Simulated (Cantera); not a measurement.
## Calcination and drying: KOH + H2O + CO2

Charge: 1 mol KOH, 4.1 mol H2O, 5.2 mol CO2, equilibrated at 8.80 mbar.

These are equilibrium values from Cantera (NASA tables, ideal gas, pure condensed phases), not measurements of a reactor. Candidate condensed phases: C, C6H6, C7H8, C8H18, H2O, K, KOH, KO2, K2CO3, K2O, K2O2; 116 gas species. Equilibrium is a limit: real reactors are often held back by kinetics, nucleation or transport.

From 1325 °C to 1775 °C nothing is condensed. The main K-bearing gas is KOH at 1325 °C and K at 1775 °C.

| T (°C) | x CO2 | x H2O | x KOH | x K | x CO | x O2 | x OH | x H2 |
|---|---|---|---|---|---|---|---|---|
| 1325 | 0.498 | 0.400 | 0.0833 | 0.0128 | 0.00161 | 0.00410 | 0.000425 | 0.000431 |
| 1400 | 0.493 | 0.400 | 0.0756 | 0.0198 | 0.00320 | 0.00671 | 0.000834 | 0.000785 |
| 1475 | 0.486 | 0.400 | 0.0663 | 0.0283 | 0.00601 | 0.0104 | 0.00154 | 0.00137 |
| 1550 | 0.476 | 0.399 | 0.0559 | 0.0376 | 0.0107 | 0.0152 | 0.00268 | 0.00230 |
| 1625 | 0.463 | 0.396 | 0.0455 | 0.0468 | 0.0181 | 0.0214 | 0.00444 | 0.00370 |
| 1700 | 0.444 | 0.391 | 0.0360 | 0.0550 | 0.0292 | 0.0292 | 0.00706 | 0.00573 |
| 1775 | 0.421 | 0.383 | 0.0278 | 0.0615 | 0.0446 | 0.0387 | 0.0108 | 0.00852 |
x: gas mole fraction; nothing condenses.
